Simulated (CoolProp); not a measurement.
R227EA along the isobar 0.301 MPa: fugacity coefficient from the reference equation and from simpler models built on Tc = 101.8 °C, pc = 2.925 MPa, ω = 0.358; each cubic takes its own stable root.

The numbers come from the reference Helmholtz-energy equation of state, Lemmon 2016 in CoolProp.

| T (°C) | phase | reference |
|---|---|---|
| 50.35 | gas | 0.9408 |
| 64.05 | gas | 0.9489 |
| 77.85 | gas | 0.9557 |
| 91.65 | gas | 0.9613 |
| 105.45 | gas | 0.9660 |
| 119.15 | gas | 0.9701 |
| 132.95 | gas | 0.9736 |
| 146.75 | gas | 0.9766 |
| 160.55 | gas | 0.9792 |
| 174.25 | gas | 0.9815 |
| 188.05 | gas | 0.9836 |
| 201.85 | gas | 0.9854 |

### Question
How far does each simpler model (van der Waals, Redlich-Kwong, Soave-Redlich-Kwong, Peng-Robinson) lie from the reference over these 12 states: mean and median of the absolute difference, and the worst?

### Answer
- van der Waals: mean 0.5 %, median 0.2 %, worst +1.7 % at 50.35 °C and 0.301 MPa
- Redlich-Kwong: mean 0.2 %, median 0.2 %, worst +0.7 % at 50.35 °C and 0.301 MPa
- Soave-Redlich-Kwong: mean 0.1 %, median 0.1 %, worst +0.2 % at 50.35 °C and 0.301 MPa
- Peng-Robinson: mean 0.3 %, median 0.3 %, worst -0.4 % at 91.65 °C and 0.301 MPa
